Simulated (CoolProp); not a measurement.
The fluid at 422.42 K and 0.681 MPa expands adiabatically to 0.0584 MPa with isentropic efficiency 1. The same conditions are run with several fluids, on thermodynamics alone (safety and materials aside).

Model: reference Helmholtz-energy equation of state of each fluid (methane: Setzmann 1991; R134a: Tillner-Roth 1994; CF4 (R14): Platzer 1990; R125: Lemmon 2005; R507A: Lemmon 2003), in CoolProp. The equations of Platzer and Polt are older, rougher fits. Blends and air are pseudo-pure fits.

```json
[
 {"fluid": "methane", "work (kJ/kg)": "416", "final temperature (K)": "243.0", "final density (kg/m³)": "0.465"},
 {"fluid": "R134a", "work (kJ/kg)": "74.8", "final temperature (K)": "341.3", "final density (kg/m³)": "2.11"},
 {"fluid": "CF4 (R14)", "work (kJ/kg)": "84.7", "final temperature (K)": "313.0", "final density (kg/m³)": "1.98"},
 {"fluid": "R125", "work (kJ/kg)": "64.5", "final temperature (K)": "348.8", "final density (kg/m³)": "2.43"},
 {"fluid": "R507A", "work (kJ/kg)": "77.4", "final temperature (K)": "341.2", "final density (kg/m³)": "2.05"}
]
```
